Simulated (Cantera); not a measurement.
Charge: 1 mol SiCl4, 0.92 mol Cl2, 0.57 mol H2, at 1250 K and 13300 Pa.

These are equilibrium values from Cantera (NASA tables, ideal gas, pure condensed phases), not measurements of a reactor. Candidate condensed phases: Si; 19 gas species. Rates play no part.

Base state: HCl 0.456, SiCl4 0.400, Cl2 0.136, Cl 0.00788 (mole fractions); condensed: gas only.

Question: What changes in the equilibrium state with this change: H2 from 0.57 to 15 mol?

Answer: 
```tsv
species	before	after
H2	4.29e-9	0.807
HCl	0.456	0.134
SiCl4	0.400	0.0385
Cl2	0.136	<1e-9
SiHCl3	<1e-9	0.00824
SiCl2	<1e-9	0.00596
```
The tables' values for SiCl3 are old estimates; treat these amounts as uncertain.

Question: What changes in the equilibrium state with this change: pressure from 13300 Pa to 100000 Pa?

Answer: 
| species | before | after |
|---|---|---|
| HCl | 0.456 | 0.457 |
| SiCl4 | 0.400 | 0.401 |
| Cl2 | 0.136 | 0.139 |
| Cl | 0.00788 | 0.00291 |

Question: What changes in the equilibrium state with this change: pressure from 13300 Pa to 1400000 Pa?

Answer: 
```csv
species,before,after
HCl,0.456,0.458
SiCl4,0.400,0.401
Cl2,0.136,0.140
Cl,0.00788,0.000781
```
